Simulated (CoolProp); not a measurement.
The fluid at 390.08 K and 3.43 MPa (stagnation) flows isentropically through a choked orifice. The same conditions are run with several fluids, on thermodynamics alone (safety and materials aside).

Model: reference Helmholtz-energy equation of state of each fluid (carbonyl sulfide: Lemmon 2006; R143a: Lemmon and Jacobsen 2000; CH3F (R41): Lemmon 2006; R410A: Lemmon 2003; methane: Setzmann 1991), in CoolProp. Blends and air are pseudo-pure fits.

```tsv
fluid	throat to inlet pressure ratio	mass flux (kg/(m² s))	throat temperature (K)
carbonyl sulfide	0.569	10500	345.2
R143a	0.608	12100	366.0
CH3F (R41)	0.556	7740	343.6
R410A	0.588	11200	359.7
methane	0.546	5120	341.2
```
